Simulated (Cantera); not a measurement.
Input: 1 mol Si, 6.5 mol HBr, 0.45 mol H2, equilibrated at 1200 K and 0.280 bar.

Equilibrium computed with Cantera from the NASA thermochemical tables; the gas is ideal and each condensed phase is pure. Candidate condensed phases: Br2, Si; 19 gas species. The tables' values for SiBr3 are old estimates; treat these amounts as uncertain. Rates play no part.

Base state: HBr 0.425, H2 0.407, SiBr4 0.163, SiHBr3 0.00254, SiBr3 0.00153, SiBr2 0.000976, Br 0.000103, SiH2Br2 1.89e-5 (mole fractions); condensed: gas only.

### Question
What changes in the equilibrium state with this change: HBr from 6.5 to 21 mol?

### Answer
| species | before | after |
|---|---|---|
| HBr | 0.425 | 0.831 |
| H2 | 0.407 | 0.120 |
| SiBr4 | 0.163 | 0.0486 |
| SiH2Br2 | 1.89e-5 | 1.29e-7 |
| SiBr2 | 0.000976 | 2.25e-5 |
| SiHBr3 | 0.00254 | 0.000115 |
| Br2 | 1.76e-6 | 2.28e-5 |
| SiBr3 | 0.00153 | 0.000127 |
